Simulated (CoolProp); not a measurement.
Saturation properties of R123.

Values from CoolProp's reference Helmholtz-energy equation of state, Younglove 1994. It is a modified Benedict-Webb-Rubin equation, recast in Helmholtz form.

```json
[
 {"T (K)": "319", "p (MPa)": "0.1867", "liquid cp (kJ/(kg K))": "1.046", "vapour Z": "0.9342", "surface tension (mN/m)": "12.8", "vapour viscosity (µPa s)": "11.5"},
 {"T (K)": "329", "p (MPa)": "0.2534", "liquid cp (kJ/(kg K))": "1.060", "vapour Z": "0.9188", "surface tension (mN/m)": "11.6", "vapour viscosity (µPa s)": "11.8"},
 {"T (K)": "339", "p (MPa)": "0.3370", "liquid cp (kJ/(kg K))": "1.075", "vapour Z": "0.9013", "surface tension (mN/m)": "10.5", "vapour viscosity (µPa s)": "12.1"},
 {"T (K)": "349", "p (MPa)": "0.4400", "liquid cp (kJ/(kg K))": "1.092", "vapour Z": "0.8816", "surface tension (mN/m)": "9.42", "vapour viscosity (µPa s)": "12.5"},
 {"T (K)": "358.9", "p (MPa)": "0.5638", "liquid cp (kJ/(kg K))": "1.111", "vapour Z": "0.8597", "surface tension (mN/m)": "8.36", "vapour viscosity (µPa s)": "12.8"},
 {"T (K)": "368.9", "p (MPa)": "0.7136", "liquid cp (kJ/(kg K))": "1.133", "vapour Z": "0.8352", "surface tension (mN/m)": "7.32", "vapour viscosity (µPa s)": "13.2"},
 {"T (K)": "378.9", "p (MPa)": "0.8913", "liquid cp (kJ/(kg K))": "1.159", "vapour Z": "0.8078", "surface tension (mN/m)": "6.30", "vapour viscosity (µPa s)": "13.6"},
 {"T (K)": "388.9", "p (MPa)": "1.100", "liquid cp (kJ/(kg K))": "1.191", "vapour Z": "0.7774", "surface tension (mN/m)": "5.32", "vapour viscosity (µPa s)": "14.1"},
 {"T (K)": "398.9", "p (MPa)": "1.343", "liquid cp (kJ/(kg K))": "1.232", "vapour Z": "0.7435", "surface tension (mN/m)": "4.37", "vapour viscosity (µPa s)": "14.6"},
 {"T (K)": "408.9", "p (MPa)": "1.624", "liquid cp (kJ/(kg K))": "1.288", "vapour Z": "0.7053", "surface tension (mN/m)": "3.46", "vapour viscosity (µPa s)": "15.3"},
 {"T (K)": "418.8", "p (MPa)": "1.944", "liquid cp (kJ/(kg K))": "1.367", "vapour Z": "0.6623", "surface tension (mN/m)": "2.60", "vapour viscosity (µPa s)": "16.2"},
 {"T (K)": "428.8", "p (MPa)": "2.313", "liquid cp (kJ/(kg K))": "1.496", "vapour Z": "0.6118", "surface tension (mN/m)": "1.78", "vapour viscosity (µPa s)": "17.5"},
 {"T (K)": "438.8", "p (MPa)": "2.735", "liquid cp (kJ/(kg K))": "1.755", "vapour Z": "0.5501", "surface tension (mN/m)": "1.03", "vapour viscosity (µPa s)": "19.4"}
]
```

It boils at 301.0 K under 1 atm.

Viscosity comes from a separate model (Tanaka 1996). Surface tension comes from a separate correlation (Mulero 2012).
